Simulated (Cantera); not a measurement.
A closed system holds: 1 mol Si2H6, 4.1 mol N2O, 2.8 mol N2, at 600 K and 0.000170 bar.

Method: chemical equilibrium by Gibbs-energy minimisation in Cantera with the NASA 1993 tables (ideal gas, pure condensed phases). Candidate condensed phases: H2O, Si, SiO2, Si2N2O, Si3N4; 35 gas species. The feed counts by its element totals alone. Equilibrium is a limit: real reactors are often held back by kinetics, nucleation or transport.

Base state: N2 0.697, H2 0.293, H2O 0.0101 (mole fractions); condensed: SiO2(α-quartz).

**Question.** What changes in the equilibrium state with this change: N2O from 4.1 to 0.98 mol?

**Answer.** 
| species | before | after |
|---|---|---|
| H2 | 0.293 | 0.520 |
| N2 | 0.697 | 0.480 |
| H2O | 0.0101 | <1e-9 |
| SiO2(α-quartz), mol | 2.00 | 0 |
| Si2N2O(s), mol | 0 | 0.980 |
| Si3N4(s), mol | 0 | 0.0133 |
